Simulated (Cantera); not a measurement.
## Metals in furnace atmospheres: Pb + CO2 + N2

A closed system holds: 1 mol Pb, 7.2 mol CO2, 29 mol N2, held at 1023 K and 1 atm.

Equilibrium computed with Cantera from the NASA thermochemical tables; the gas is ideal and each condensed phase is pure. Candidate condensed phases: C, Pb, PbO, PbO2, Pb3O4; 27 gas species. Mutual solubility and eutectic melting of coexisting phases are not modelled. Rates play no part.

- x(N2): 0.801
- x(CO2): 0.199
- x(Pb): 2.63e-5
- x(CO): 2.43e-5
- n(Pb(l)): 0.998 mol
- n(PbO(yellow)): 0.000857 mol
- gas amount: 36.20 mol
- log10 activity of PbO2(s) (absent): -8.17
- log10 activity of C(graphite) (absent): -8.97
